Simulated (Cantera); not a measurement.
An isothermal, constant-pressure homogeneous reactor starts with 46.7 % N₂O, 1.87 % H₂, 51.4 % N₂, at 1300 K and 0.132 atm.

Computed with Cantera and GRI-Mech 3.0 (53 species, 325 reactions). GRI-Mech 3.0 was tuned for natural gas; its chemistry of N2O as a main component is partial and can be far from experiment. The mechanism lacks the step 2 NO + O2 → 2 NO2, which can matter for NO2 below about 1400 K. The temperature is held fixed by assumption; the heat of reaction is taken as removed at once.

x: mole fraction; the columns are a selection and need not sum to one.

```
t (s)       x N₂O     x H₂      x NO     x NO₂     x OH    x HO₂      x O
--------  -------  -------  --------  --------  -------  -------  -------
4.00e-5     0.467   0.0187   3.16e-7    <1e-12  1.54e-6      ___  2.41e-6
0.000123    0.467   0.0187   2.28e-6  2.43e-11  7.72e-6      ___  3.17e-6
0.000380    0.467   0.0184   1.53e-5   4.67e-9  2.39e-5      ___  3.24e-6
0.00117     0.465   0.0163   8.53e-5   1.98e-7  5.37e-5      ___  3.98e-6
0.00360     0.456  0.00868  0.000285   1.38e-6  7.83e-5  4.64e-6  5.65e-6
0.0111      0.447  0.00142  0.000578   1.53e-5  5.29e-5  4.63e-6  7.20e-6
0.0342      0.439  4.98e-5   0.00122   8.91e-5  3.38e-5      ___  7.53e-6
0.105       0.420  1.84e-7   0.00317  0.000192  3.56e-5      ___  7.29e-6
0.324       0.367  1.53e-7   0.00867  0.000232  3.84e-5      ___  7.09e-6
0.999       0.248  1.60e-7    0.0210  0.000191  3.87e-5      ___  6.80e-6
3.08       0.0837  1.87e-7    0.0372  0.000105  3.53e-5      ___  5.85e-6
9.48      0.00638  7.63e-8    0.0432   7.32e-5  1.99e-5      ___  1.92e-6
29.2      2.81e-5  9.42e-9    0.0432  0.000146  6.51e-6  7.25e-9  2.04e-7
90.0      4.52e-7  9.10e-9    0.0432  0.000149  6.38e-6  7.26e-9  1.96e-7
```

Some entries are withheld; supply them.


- 4.00e-5, x HO₂: 7.36e-9
- 0.000123, x HO₂: 1.31e-7
- 0.000380, x HO₂: 1.24e-6
- 0.00117, x HO₂: 3.64e-6
- 0.0342, x HO₂: 2.69e-6
- 0.105, x HO₂: 1.57e-6
- 0.324, x HO₂: 6.74e-7
- 0.999, x HO₂: 2.16e-7
- 3.08, x HO₂: 5.07e-8
- 9.48, x HO₂: 1.18e-8
